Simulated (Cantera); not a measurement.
A closed system holds: 1 mol FeS2, 0.16 mol SO3, 6.6 mol H2O, at 1175 K and 2.80 bar.

Method: chemical equilibrium by Gibbs-energy minimisation in Cantera with the NASA 1993 tables (ideal gas, pure condensed phases). Candidate condensed phases: Fe, FeO, Fe(OH)2, Fe(OH)3, FeS, FeSO4, FeS2, Fe2O3, Fe2(SO4)3, Fe3O4, H2O, H2SO4, S; 22 gas species. FeS: taken at fixed stoichiometry. Gases not in the tables: S3 to S7. The numbers say what is thermodynamically allowed, not how fast it happens.

Base state: H2O 0.849, SO2 0.0660, H2S 0.0570, S2 0.0180, H2 0.00941, S2O 0.000887, SO 4.23e-5, SH 4.05e-5 (mole fractions); condensed: FeS(s).

Q: What changes in the equilibrium state with this change: pressure from 2.80 bar to 6.20 bar?

A: 
| species | before | after |
|---|---|---|
| H2O | 0.849 | 0.848 |
| SO2 | 0.0660 | 0.0671 |
| H2S | 0.0570 | 0.0613 |
| S2 | 0.0180 | 0.0153 |
| H2 | 0.00941 | 0.00735 |
| SO | 4.23e-5 | 3.36e-5 |
| SH | 4.05e-5 | 3.31e-5 |
| S2O | 0.000887 | 0.000970 |
| FeS(s), mol | 1.00 | 1.00 |
